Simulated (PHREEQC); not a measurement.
A column of 0.1 m (30 cells, dispersivity 0.0035 m, 300 s a shift, diffusion coefficient 3e-10 m²/s) holds 0.12 eq of the database's cation exchanger X per kg of pore water, first in equilibrium with 0.0015 mol/kgw MgCl2, 0.018 mol/kgw NaCl and 1e-05 mol/kgw HCl. It is flushed with 0.045 mol/kgw MgSO4, 0.00034 mol/kgw KBr and 1e-05 mol/kgw HCl, at 40 °C. Values are for the last cell. CO2 from the air is kept out. No solid was allowed to form.

Base run: PHREEQC, ion-association model, phreeqc.dat. Each further column changes one thing. The table gives K in solution (mol/kgw).

```csv
pore volumes,base,exchange capacity from 0.12 to 0.06 eq/kgw,dispersivity from 0.0035 to 0.007 m
0,0,0,0
0.5167,0,1.12e-14,1.75e-14
0.85,5.70e-11,1.31e-7,2.44e-8
1.35,2.44e-6,5.56e-5,1.20e-5
1.85,4.51e-5,0.000200,7.32e-5
2.35,0.000136,0.000291,0.000155
2.683,0.000198,0.000318,0.000203
3.183,0.000266,0.000334,0.000257
3.683,0.000306,0.000339,0.000292
4.183,0.000325,0.000340,0.000313
4.517,0.000332,0.000340,0.000322
5.017,0.000337,0.000340,0.000330
```

Constants without temperature data keep their 25 °C values here.
